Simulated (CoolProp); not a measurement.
R125 at 193.18 K and 0.00554 MPa is throttled through a valve to 0.000455 MPa with no heat exchange. Each further row changes one setting.

Computed with CoolProp (reference Helmholtz-energy equation of state, Lemmon 2005).

| case | final density (kg/m³) |
|---|---|
| as stated | 0.0341 |
| outlet pressure 0.000136 MPa | 0.0102 |
| outlet pressure 0.000592 MPa | 0.0443 |
